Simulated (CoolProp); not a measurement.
Saturation properties of ethylene.

The numbers come from the reference Helmholtz-energy equation of state, Smukala 2000 in CoolProp.

```csv
T (K),p (bar),liquid density (kg/m³),enthalpy of vaporisation (kJ/kg)
176.1,1.480,557.9,472.4
182.3,2.044,548.8,462.8
188.6,2.769,539.2,452.5
194.9,3.674,529.4,441.7
201.1,4.764,519.4,430.4
207.4,6.099,508.9,418.2
213.7,7.691,498.1,405.1
219.9,9.534,486.9,391.3
226.2,11.72,474.9,376.1
232.5,14.24,462.3,359.6
238.7,17.09,449.0,341.8
245,20.38,434.5,321.8
251.3,24.10,418.6,299.4
257.5,28.23,401.2,274.3
```

It boils at 169.4 K under 1 atm.
